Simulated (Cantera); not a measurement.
A perfectly stirred reactor is fed with 15.6 % C3H8, 84.4 % H2, at 9.75 Torr; it is held at 1475 K, and followed from long to short residence time.

Detailed kinetics in Cantera: GRI-Mech 3.0 (53 species, 325 reactions). GRI-Mech 3.0 was tuned for natural gas; its chemistry of propane as a main component is partial and can be far from experiment. GRI-Mech 3.0 stops at C3 and has no aromatics, soot or wall deposition, so with more carbon than oxygen in the feed, carbon stays in small species such as C2H2 where larger ones or solid carbon would form. Radical loss at walls, strong at low pressure, is not modelled.

x: mole fraction; the columns are a selection and need not sum to one.

```json
[
 {"τ (s)": "0.83", "x C3H8": "0.000179", "x H2": "0.784", "x C2H": "9.95e-8", "x CH3": "?", "x CH4": "0.0826"},
 {"τ (s)": "0.45", "x C3H8": "0.000304", "x H2": "0.778", "x C2H": "1.08e-7", "x CH3": "?", "x CH4": "0.0914"},
 {"τ (s)": "0.25", "x C3H8": "0.000505", "x H2": "0.772", "x C2H": "1.16e-7", "x CH3": "?", "x CH4": "0.0994"},
 {"τ (s)": "0.13", "x C3H8": "0.000887", "x H2": "0.765", "x C2H": "1.22e-7", "x CH3": "?", "x CH4": "0.107"},
 {"τ (s)": "0.073", "x C3H8": "0.00146", "x H2": "0.760", "x C2H": "1.25e-7", "x CH3": "?", "x CH4": "0.113"},
 {"τ (s)": "0.040", "x C3H8": "0.00244", "x H2": "0.755", "x C2H": "1.24e-7", "x CH3": "?", "x CH4": "0.118"},
 {"τ (s)": "0.022", "x C3H8": "0.00406", "x H2": "0.750", "x C2H": "1.16e-7", "x CH3": "?", "x CH4": "0.121"},
 {"τ (s)": "0.012", "x C3H8": "0.00679", "x H2": "0.747", "x C2H": "1.02e-7", "x CH3": "?", "x CH4": "0.121"},
 {"τ (s)": "0.0064", "x C3H8": "0.0115", "x H2": "0.746", "x C2H": "8.05e-8", "x CH3": "?", "x CH4": "0.119"},
 {"τ (s)": "0.0035", "x C3H8": "0.0192", "x H2": "0.748", "x C2H": "5.58e-8", "x CH3": "?", "x CH4": "0.112"}
]
```

Task: Complete the blanks.

Result: 
- 0.83, x CH3: 0.000826
- 0.45, x CH3: 0.00105
- 0.25, x CH3: 0.00130
- 0.13, x CH3: 0.00164
- 0.073, x CH3: 0.00200
- 0.040, x CH3: 0.00247
- 0.022, x CH3: 0.00307
- 0.012, x CH3: 0.00388
- 0.0064, x CH3: 0.00502
- 0.0035, x CH3: 0.00648
